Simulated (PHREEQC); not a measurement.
Dissolve 0.11 mol/kgw NH4HF2, 0.03 mol/kgw H2SiF6 and 0.84 mol/kgw HCl at 20 °C. Closed to the air; pH follows from the charge balance.

The numbers come from PHREEQC with the ion-association model, phreeqc.dat.

Each row changes one thing in this solution. No solid was allowed to form.

```
case                                 pH  ionic strength (mol/kgw)  HF (mol/kgw)  F- (mol/kgw)  HF2- (mol/kgw)  SI of Quartz (SiO2)
---------------------------------  ----  ------------------------  ------------  ------------  --------------  -------------------
as made                            0.23                     0.931         0.219      0.000570        0.000426                -6.87
H2SiF6 from 0.03 to 0.015 mol/kgw  0.24                     0.886         0.218      0.000581             ___                -7.16
temperature from 20 to 90 °C       0.24                     0.930         0.220      0.000159        0.000130                -1.92
diluted 100-fold with water         ___                   0.00930           ___      0.000273         2.48e-6                +0.02
NH4HF2 from 0.11 to 0.099 mol/kgw  0.22                     0.931         0.197      0.000506        0.000341                -6.58
HCl left out                       2.38                     0.145         0.146        0.0360          0.0192                -9.34
temperature from 20 to 85 °C       0.24                     0.930         0.220           ___        0.000147                -2.27
diluted 2-fold with water          0.52                       ___         0.109      0.000455        0.000178                -5.54
NH4HF2 from 0.11 to 0.011 mol/kgw  0.18                     0.930        0.0220       5.10e-5         3.84e-6                -0.78
```

Question: Complete the blanks.

Answer: 
- H2SiF6 from 0.03 to 0.015 mol/kgw, HF2- (mol/kgw): 0.000437
- diluted 100-fold with water, pH: 2.13
- diluted 100-fold with water, HF (mol/kgw): 0.00247
- temperature from 20 to 85 °C, F- (mol/kgw): 0.000176
- diluted 2-fold with water, ionic strength (mol/kgw): 0.466

The ionic strength passes 0.7 mol/kgw, the rough limit of the ion-association models, in as made; H2SiF6 from 0.03 to 0.015 mol/kgw; temperature from 20 to 90 °C; NH4HF2 from 0.11 to 0.099 mol/kgw; temperature from 20 to 85 °C; NH4HF2 from 0.11 to 0.011 mol/kgw. Complexes and solids missing from the database can't appear. Away from 25 °C the constants follow the database's enthalpies or fits; those with neither stay at their 25 °C values. SiF6-2 is the database's only silicon fluoride.
